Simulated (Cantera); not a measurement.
Feed: 1 mol Ta(OEt)5, 0.67 mol CH4, 2.7 mol H2, at 1330 Pa.

These are equilibrium values from Cantera (NASA tables, ideal gas, pure condensed phases), not measurements of a reactor. Candidate condensed phases: C, C6H6, C7H8, C8H18, H2O, Ta, TaC, Ta2O5; 113 gas species. The feed counts by its element totals alone. TaC: taken at fixed stoichiometry. Condensed phases not in the tables: Ta2C. Equilibrium is a limit: real reactors are often held back by kinetics, nucleation or transport.

Over these rows the condensed part is C(graphite) + TaC(s). Partial pressures as log10 of bar:

| T (K) | 1000/T (1/K) | log p C2H2 (acetylene) | log p H2 | log p CO | log p H |
|---|---|---|---|---|---|
| 1848 | 0.5411 | -5.58 | -1.99 | -2.51 | -4.27 |
| 1948 | 0.5133 | -5.26 | -1.99 | -2.51 | -3.94 |
| 2048 | 0.4883 | -4.98 | -2.00 | -2.51 | -3.65 |
| 2148 | 0.4655 | ? | -2.01 | -2.52 | -3.38 |
| 2248 | 0.4448 | -4.50 | -2.02 | -2.52 | -3.14 |
| 2348 | 0.4259 | -4.30 | -2.04 | -2.53 | -2.93 |

Q: Fit log p(C2H2 (acetylene)) = a + b·(1000/T) to the five rows, give the apparent enthalpy, and predict the row at 2148 K.

A: Means: 1000/T = 0.4827, log p = -4.924. Sxy = -0.100418, Sxx = 0.0090409, so b = -11.11 and a = -4.924 − (-11.11)×0.4827 = 0.44.
Apparent enthalpy: −19.145 × (-11.11) = 213 kJ/mol. With the condensed phases at unit activity, 2 C(graphite) + H2(g) = C2H2 (acetylene)(g) links this pressure to the main gases: over the six rows their terms move log p by -0.05 in all, so the slope is close to that reaction's ΔH°. The five rows lie within 0.01 of the line.
Prediction at 2148 K: 0.44 + (-11.11)×0.4655 = -4.73. The computed value is -4.72, 0.01 from the line.
